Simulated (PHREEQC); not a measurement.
Make-up at 25 °C: 0.0033 mol Na2B4O7 and 6e-05 mol Cd(NO3)2 per kg of water. Closed to the air; pH follows from the charge balance.

All values are PHREEQC results (ion-association model, wateq4f.dat), not measurements.

```json
[
 {"quantity": "pH", "before": "9.20", "after": "9.07"},
 {"quantity": "CdOH+ (mol/kgw)", "before": "5.46e-6", "after": "5.23e-8"},
 {"quantity": "Cd(OH)2 (mol/kgw)", "before": "4.22e-7", "after": "3.31e-9"}
]
```

Question: What was changed between the two runs?
(A) Na2B4O7 left out
(B) diluted 100-fold with water
(C) temperature from 25 to 10 °C
(D) Cd(NO3)2 from 6e-05 to 0.00012 mol/kgw
(E) Na2B4O7 from 0.0033 to 0.00363 mol/kgw

Answer: B, diluted 100-fold with water

This is a speciation only: nothing precipitates in the calculation. Some of these states are supersaturated (in Cd(OH)2, for instance). The anhydrous metaborates of the database seldom form from water, and their constants weren't checked at source.
